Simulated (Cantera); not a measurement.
Cantera run, input and output.

```python
import numpy as np
import cantera as ct

gas = ct.Solution("gri30.yaml")
gas.TPX = 1450, 42000, {'NO': 1, 'N2': 3.8}
reactor = ct.IdealGasConstPressureReactor(gas, energy="off", clone=False)
net = ct.ReactorNet([reactor])
net.rtol, net.atol = 1e-08, 1e-18
show = ['NO', 'N2O', 'O', 'NO2', 'N2']
times = np.geomspace(0.0009, 200, 9)

steps = ct.SolutionArray(gas, extra=["t"])
rows = []
print(f"{'t/s':>10s}{'T/K':>9s}{'P/Pa':>11s}" + "".join(f"{s:>11s}" for s in show))
for t in times:
    while net.time < t:
        t_next = net.step()
        steps.append(gas.state, t=t_next)
    rows.append([np.interp(t, steps.t, y) for y in (steps.T, steps.P, *steps(*show).X.T)])
    print(f"{t:10.3e}{rows[-1][0]:9.1f}{rows[-1][1]:11.4g}" + "".join(f"{x:11.3e}" for x in rows[-1][2:]))
rate = np.gradient(steps.T, steps.t)
print("integrator steps:", len(steps.t))
if steps.T.max() > steps.T[0] + 200:
    print(f"time of steepest temperature rise: {steps.t[rate.argmax()]:.4e} s")
gas.TPX = 1450, 42000, {'NO': 1, 'N2': 3.8}
gas.equilibrate("TP")
print(f"equilibrium (TP): T = {gas.T:.1f} K  " + "  ".join(f"{s} {gas[s].X[0]:.3e}" for s in show))
```

Output:

```
       t/s      T/K       P/Pa         NO        N2O          O        NO2         N2
 9.000e-04   1450.0    4.2e+04  2.083e-01  7.714e-08  9.339e-09  6.823e-08  7.917e-01
 4.194e-03   1450.0    4.2e+04  2.083e-01  3.557e-07  1.001e-08  3.550e-07  7.917e-01
 1.954e-02   1450.0    4.2e+04  2.083e-01  1.580e-06  1.318e-08  1.760e-06  7.917e-01
 9.105e-02   1450.0    4.2e+04  2.083e-01  5.952e-06  2.868e-08  9.400e-06  7.917e-01
 4.243e-01   1450.0    4.2e+04  2.082e-01  1.267e-05  8.375e-08  4.223e-05  7.917e-01
 1.977e+00   1450.0    4.2e+04  2.079e-01  1.355e-05  1.095e-07  5.910e-05  7.919e-01
 9.212e+00   1450.0    4.2e+04  2.067e-01  1.338e-05  1.346e-07  7.350e-05  7.925e-01
 4.292e+01   1450.0    4.2e+04  2.011e-01  1.265e-05  2.133e-07  1.165e-04  7.953e-01
 2.000e+02   1450.0    4.2e+04  1.784e-01  9.920e-06  3.938e-07  1.952e-04  8.066e-01
integrator steps: 882
equilibrium (TP): T = 1450.0 K  NO 7.157e-04  N2O 3.082e-08  O 1.005e-06  NO2 2.038e-06  N2 8.955e-01
```

Computed with Cantera and GRI-Mech 3.0 (53 species, 325 reactions).
